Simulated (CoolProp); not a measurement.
Vapour-liquid equilibrium of carbon dioxide (1) + R143a (2) at 261.7 K; x and y are mole fractions of (1).

Computed with CoolProp (multi-fluid Helmholtz-energy mixture model, Span 1996 and Lemmon and Jacobsen 2000; pair parameters Bell 2016).

**Question.** Give the bubble pressure and the first vapour's composition at x = 0.35, 0.55, 0.95. Is there an azeotrope?

**Answer.** x = 0.35: 1.154 MPa, y = 0.722; x = 0.55: 1.599 MPa, y = 0.843; x = 0.95: 2.429 MPa, y = 0.982. No azeotrope shows between x = 0.05 and 0.95.

Pair parameters are fitted to limited data, so mixtures are less certain than the pure fluids. The gap from Raoult's law changes sign with composition, which may be real or a fault of the pair parameters; it wasn't checked against measurements.
